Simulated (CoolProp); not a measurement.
A single-stage vapour-compression cycle with R22: evaporating at 196.15 K (dew point), condensing at 238.15 K (bubble point), superheat 0 K, subcooling 0 K, compressor efficiency 0.75, no pressure losses. Each further row changes one setting.

The numbers come from the reference Helmholtz-energy equation of state, Kamei 1995 in CoolProp.

| case | cooling COP | pressure ratio | discharge temperature (K) | refrigerating effect (kJ/kg) | volumetric capacity (kJ/m³) |
|---|---|---|---|---|---|
| as stated | 2.95 | 10.3 | 316.8 | 210 | 144 |
| evaporating temperature 201.15 K | 3.52 | 7.34 | 304.5 | 212 | 199 |
| condensing temperature 233.15 K | 3.41 | 8.20 | 304.3 | 215 | 148 |
| subcooling 5 K | 3.02 | 10.3 | 316.8 | 215 | 148 |
| superheat 10 K | 2.88 | 10.3 | 329.5 | 215 | 140 |
| compressor efficiency 0.65 | 2.55 | 10.3 | 332.7 | 210 | 144 |
